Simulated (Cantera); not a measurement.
Charge: 1 mol Pb, 0.14 mol CO, equilibrated at 0.0120 bar.

Cantera equilibrium calculation (NASA polynomials, part measured and part estimated; ideal gas, pure solids and liquids). Candidate condensed phases: C, Pb, PbO, PbO2, Pb3O4; 15 gas species. Kinetics and transport are ignored. All values below are at 1148 K.

Base state: CO 0.976, Pb 0.0234, CO2 0.000465 (mole fractions); condensed: C(graphite) + Pb(l).

What changes in the equilibrium state with this change: pressure from 0.0120 bar to 24.0 bar?


```json
[
 {"species": "CO", "before": "0.976", "after": "0.622"},
 {"species": "CO2", "before": "0.000465", "after": "0.378"},
 {"species": "Pb", "before": "0.0234", "after": "1.17e-5"},
 {"species": "C(graphite), mol", "before": "6.67e-5", "after": "0.0384"},
 {"species": "Pb(l), mol", "before": "0.997", "after": "1.000"}
]
```
